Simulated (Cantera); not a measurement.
Mixture: CH4 : CO : O2 : N2 = 1 : 0.052 : 1.13 : 6.64 (molar parts), equivalence ratio 1.8, at 1.20 bar, adiabatic and at constant volume. Ignition delay is the time to a rise of 400 K.

Model: GRI-Mech 3.0 (53 species, 325 reactions), integrated in Cantera.

Q: What does this change do: constant pressure in place of constant volume?

A: 
```csv
quantity,before,after
delay at 1225 K,57.8 ms,62.0 ms
delay at 1375 K,7.92 ms,8.57 ms
delay at 1525 K,1.39 ms,1.51 ms
delay at 1675 K,0.334 ms,0.361 ms
delay at 1825 K,0.110 ms,0.120 ms
apparent activation energy between 1750 and 1900 K,180 kJ/mol,180 kJ/mol
```

Q: What does this change do: pressure from 1.20 bar to 25.0 bar?

A: 
```csv
quantity,before,after
delay at 1225 K,57.8 ms,2.61 ms
delay at 1375 K,7.92 ms,0.514 ms
delay at 1525 K,1.39 ms,0.121 ms
delay at 1675 K,0.334 ms,32.2 µs
delay at 1825 K,0.110 ms,9.78 µs
apparent activation energy between 1750 and 1900 K,180 kJ/mol,200 kJ/mol
```
The pressure lies above the range GRI-Mech 3.0 was tuned for (to about 10 atm).
